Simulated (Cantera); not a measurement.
An isothermal, constant-pressure homogeneous reactor starts with CH₄ : H₂O : H₂ = 1 : 0.63 : 1.1 (molar parts), at 1425 K and 0.133 bar. Integrator tolerance rtol = 1e-08.

Computed with Cantera and GRI-Mech 3.0 (53 species, 325 reactions). GRI-Mech 3.0 stops at C3 and has no aromatics, soot or wall deposition, so with more carbon than oxygen in the feed, carbon stays in small species such as C2H2 where larger ones or solid carbon would form.

Task: What does this change do: temperature 1425 to 1598 K?

Result: 
| quantity | before | after |
|---|---|---|
| x(CH₄) at 40.0 s | 0.0797 (gas-phase equilibrium 0.0305) | 0.00943 (gas-phase equilibrium 0.00603) |
| x(H₂O) at 40.0 s | 0.163 (gas-phase equilibrium 4.82e-7) | 0.0190 (gas-phase equilibrium 3.23e-7) |
| x(H₂) at 40.0 s | 0.646 (gas-phase equilibrium 0.792) | 0.794 (gas-phase equilibrium 0.809) |
| x(CH₂CO) at 40.0 s | 7.96e-6 (gas-phase equilibrium 5.73e-8) | 1.08e-6 (gas-phase equilibrium 4.26e-8) |
| x(O) at 40.0 s | <1e-12 (gas-phase equilibrium <1e-12) | 9.63e-12 (gas-phase equilibrium <1e-12) |

Task: What does this change do: H2O 0.63 to 3.3 parts?

Result: 
```tsv
quantity	before	after
x(CH₄) at 40.0 s	0.0797 (gas-phase equilibrium 0.0305)	0.0441 (gas-phase equilibrium 1.49e-8)
x(H₂O) at 40.0 s	0.163 (gas-phase equilibrium 4.82e-7)	0.476 (gas-phase equilibrium 0.287)
x(H₂) at 40.0 s	0.646 (gas-phase equilibrium 0.792)	0.406 (gas-phase equilibrium 0.578)
x(CH₂CO) at 40.0 s	7.96e-6 (gas-phase equilibrium 5.73e-8)	1.36e-5 (gas-phase equilibrium <1e-12)
x(O) at 40.0 s	<1e-12 (gas-phase equilibrium <1e-12)	3.14e-12 (gas-phase equilibrium 3.44e-12)
```

Task: What does this change do: pressure from 0.133 bar to 1.01 bar?

Result: 
```json
[
 {"quantity": "x(CH₄) at 40.0 s", "before": "0.0797 (gas-phase equilibrium 0.0305)", "after": "0.173 (gas-phase equilibrium 0.0808)"},
 {"quantity": "x(H₂O) at 40.0 s", "before": "0.163 (gas-phase equilibrium 4.82e-7)", "after": "0.153 (gas-phase equilibrium 9.64e-6)"},
 {"quantity": "x(H₂) at 40.0 s", "before": "0.646 (gas-phase equilibrium 0.792)", "after": "0.587 (gas-phase equilibrium 0.757)"},
 {"quantity": "x(CH₂CO) at 40.0 s", "before": "7.96e-6 (gas-phase equilibrium 5.73e-8)", "after": "2.94e-6 (gas-phase equilibrium 1.67e-7)"},
 {"quantity": "x(O) at 40.0 s", "before": "<1e-12 (gas-phase equilibrium <1e-12)", "after": "<1e-12 (gas-phase equilibrium <1e-12)"}
]
```
